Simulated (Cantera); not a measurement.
What does this Cantera script print?

```python
import numpy as np
import cantera as ct

gas_names = """
    CL CL2 H HCL H2 Na NaCL NaH Na2 Na2CL2
""".split()
cond_names = """
    Na(cr) Na(L) NaCL(s) NaCL(L)
""".split()


# ... load() reads the species with a 1 bar reference pressure and builds the phases ...
atoms = {
    'NaCl': {'Na': 1, 'CL': 1},
    'H2': {'H': 2},
}
top_T = {}  # K; cautious upper limits of use, not melting points


# ... equilibrate(T, P, feed) seeds the gas with the atoms and calls Mixture.equilibrate('TP', solver="vcs", rtol=1e-11, max_steps=5000) ...
results = []
feed = {'NaCl': 1, 'H2': 1.5}  # mol
P = 11000  # Pa
for T in [848, 898, 948, 998, 1048, 1098, 1148, 1198, 1248, 1298]:
    mix = equilibrate(T, P, feed)
    results.append((T, P, feed, dict(zip(mix.species_names, mix.species_moles))))

top = {s: max(r[3][s] / sum(r[3][g] for g in gas_names) for r in results) for s in gas_names}
cols = sorted((s for s in top if top[s] > 0.001), key=lambda s: -top[s])[:5]
seen = [c for c in cond_names if any(r[3].get(c, 0) > 1e-12 for r in results)]
print("log10 of partial pressures in bar; condensed amounts in mol")
print(f"{'T/K':>10s}" + "".join(f"{s[:9]:>10s}" for s in cols + seen))
for T, P, feed, n in results:
    ng = sum(n[g] for g in gas_names)
    print(f"{T:10.4g}" + "".join(f"{np.log10(max(n[s] / ng * P / 1e5, 1e-99)):10.3f}" for s in cols)
          + "".join(f"{n.get(c, 0):10.4g}" for c in seen))
```

Output:

```
log10 of partial pressures in bar; condensed amounts in mol
       T/K        H2      NaCL    Na2CL2   NaCL(s)   NaCL(L)
       848    -0.959    -6.254    -6.842         1         0
       898    -0.959    -5.502    -6.021    0.9999         0
       948    -0.959    -4.833    -5.293    0.9997         0
       998    -0.959    -4.235    -4.644    0.9986         0
      1048    -0.960    -3.697    -4.063    0.9949         0
      1098    -0.962    -3.242    -3.601         0    0.9852
      1148    -0.966    -2.860    -3.246         0    0.9649
      1198    -0.976    -2.513    -2.927         0    0.9225
      1248    -0.995    -2.197    -2.638         0    0.8369
      1298    -1.031    -1.908    -2.376         0    0.6639
```

Cantera equilibrium calculation (NASA polynomials, part measured and part estimated; ideal gas, pure solids and liquids).
